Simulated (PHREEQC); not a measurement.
Make-up at 25 °C: 8.9 mmol/kgw NaOH, 8.3 mmol/kgw NaAlO2 and 53 mmol/kgw Na2CO3. Closed to the air; pH follows from the charge balance.

All values are PHREEQC results (ion-association model, wateq4f.dat), not measurements.

Precipitation was switched off in this run.

Problem. Order these C species by the share of C that they hold, largest first: HCO3-, CO3-2, NaCO3-.

Solution. CO3-2 (59 %), NaCO3- (40 %), HCO3- (0.84 %)

The pH is 11.84 and the ionic strength 0.134 mol/kgw. Examples of supersaturated solids here: Gibbsite (slow to form). Others may be too.
